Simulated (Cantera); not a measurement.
A freely propagating, adiabatic, planar premixed flame of CH₄ : O₂ : N₂ : H₂O : CO₂ = 1 : 1.54 : 5.78 : 0.56 : 0.022 (molar parts), unburnt at 498 K and 13000 Pa; mixture-averaged transport, grid criteria slope 0.08 and curve 0.16, no radiation.

Cantera simulation using GRI-Mech 3.0 (53 species, 325 reactions); the numbers are that mechanism's predictions, not measurements. Burning velocities carry a grid error of a few per cent, more on coarse grids.

Problem. Predict: laminar burning velocity; thermal thickness; peak x(CH₂O); peak x(CO); peak x(C₂H₆).

Solution. 
| Property | Result |
|---|---|
| laminar burning velocity | 90.4 cm/s |
| thermal thickness | 2.69 mm |
| peak x(CH₂O) | 0.000948 |
| peak x(CO) | 0.0696 |
| peak x(C₂H₆) | 0.00176 |
